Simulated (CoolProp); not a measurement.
A single-stage vapour-compression cycle with dimethyl ether: evaporating at 291.15 K (dew point), condensing at 343.15 K (bubble point), superheat 5 K, subcooling 0 K, compressor efficiency 0.7, no pressure losses. Each further row changes one setting.

The numbers come from the reference Helmholtz-energy equation of state, Wu 2011 in CoolProp.

```
case                              cooling COP  pressure ratio  discharge temperature (K)  refrigerating effect (kJ/kg)  volumetric capacity (kJ/m³)
--------------------------------  -----------  --------------  -------------------------  ----------------------------  ---------------------------
as stated                          (withheld)            3.77                      371.9                           285                         2830
evaporating temperature 296.15 K   (withheld)            3.25                      368.9                           290                   (withheld)
condensing temperature 338.15 K    (withheld)            3.38                      365.3                           299                         2970
subcooling 5 K                           3.14            3.77                      371.9                           299                         2970
superheat 15 K                           3.01            3.77                      382.5                           302                         2860
compressor efficiency 0.6                2.57            3.77                      379.8                           285                         2830
```

Question: Fill in the missing entries.

Answer: 
- as stated, cooling COP: 2.99
- evaporating temperature 296.15 K, cooling COP: 3.44
- evaporating temperature 296.15 K, volumetric capacity (kJ/m³): 3330
- condensing temperature 338.15 K, cooling COP: 3.43
